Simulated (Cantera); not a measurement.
A Cantera script and what it prints.

```python
import numpy as np
import cantera as ct

gas_names = """
    PbCL2 CCL4
""".split()
cond_names = """
    C(gr) Pb(cr) Pb(L)
""".split()


def load(file, names, dense=False):
    # The tables refer to 1 bar. Condensed volumes are neglected.
    table = {s.name: s for s in ct.Species.list_from_file(file)}
    out = []
    for n in names:
        d = dict(table[n].input_data)
        d["thermo"] = dict(d["thermo"], **{"reference-pressure": 1e5})
        if dense:
            d["equation-of-state"] = {"model": "constant-volume", "density": "1e6 g/cm^3"}
        out.append(ct.Species.from_dict(d))
    return out


species = {s.name: s for s in load("nasa_gas.yaml", gas_names) + load("nasa_condensed.yaml", cond_names)}
# Each term lists the table entries of one substance; the one whose range holds T is used.
reactions = {
    '2 PbCl2(g) + C = 2 Pb + CCl4(g)':
        [(-2, ['PbCL2']), (-1, ['C(gr)']), (2, ['Pb(cr)', 'Pb(L)']), (1, ['CCL4'])],
}


def pick(names, T):
    return next(species[n] for n in names if species[n].thermo.min_temp <= T <= species[n].thermo.max_temp)


results = []
for label, terms in reactions.items():
    print(label)
    print("     T/K   dH/kJ  dS/(J/K)   dG/kJ   log10 K")
    for T in [875, 975, 1075, 1175, 1275, 1375, 1475, 1575, 1675, 1775]:
        used = [(nu, pick(names, T)) for nu, names in terms]
        dH = sum(nu * s.thermo.h(T) for nu, s in used) / 1e6
        dS = sum(nu * s.thermo.s(T) for nu, s in used) / 1e3
        dG = dH - T * dS / 1e3
        logK = -dG * 1e6 / (ct.gas_constant * T * np.log(10))
        results.append((label, T, dH, dS, dG, logK, [s.name for _, s in used]))
        print(f"{T:8g} {dH:8.1f} {dS:8.1f} {dG:8.1f} {logK:8.2f}")
```

Output:

```
2 PbCl2(g) + C = 2 Pb + CCl4(g)
     T/K   dH/kJ  dS/(J/K)   dG/kJ   log10 K
     875    276.9   -157.6    414.8   -24.76
     975    279.5   -154.8    430.4   -23.06
    1075    282.1   -152.2    445.7   -21.66
    1175    284.6   -150.0    460.9   -20.49
    1275    287.1   -148.0    475.8   -19.49
    1375    289.5   -146.2    490.5   -18.63
    1475    291.9   -144.5    505.0   -17.88
    1575    294.2   -143.0    519.4   -17.22
    1675    296.5   -141.5    533.6   -16.64
    1775    298.8   -140.2    547.7   -16.12
```

Cantera with NASA thermochemical tables; ideal gases at 1 bar, condensed phases pure. Condensed species are held in their standard states even where they would react or evaporate.
